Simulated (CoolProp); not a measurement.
n-perfluorohexane along the isotherm 450 K: Z from the reference equation and from simpler models built on Tc = 448.0 K, pc = 1742 kPa, ω = 0.497; each cubic takes its own stable root.

Model: reference Helmholtz-energy equation of state, Gao 2022, in CoolProp.

```tsv
p (kPa)	phase	reference	Soave-Redlich-Kwong	Peng-Robinson
363	gas	0.9241	0.9268	0.9190
726	gas	[?]	0.8451	0.8300
1090	gas	0.7345	[?]	0.7277
1450	gas	0.6001	0.6276	0.6007
1810	supercritical	0.2676	0.3208	[?]
2180	supercritical	[?]	[?]	0.2453
2540	supercritical	0.2251	0.2891	0.2612
2900	supercritical	0.2476	0.3124	0.2817
3270	supercritical	0.2716	0.3378	0.3043
3630	supercritical	[?]	0.3630	0.3268
3990	supercritical	0.3190	0.3884	0.3495
4350	supercritical	[?]	0.4137	0.3721
```

Question: What belongs in the gaps?

Answer: 
- 726, reference: 0.8377
- 1090, Soave-Redlich-Kwong: 0.7493
- 1810, Peng-Robinson: 0.2993
- 2180, reference: 0.2056
- 2180, Soave-Redlich-Kwong: 0.2706
- 3630, reference: 0.2953
- 4350, reference: 0.3427
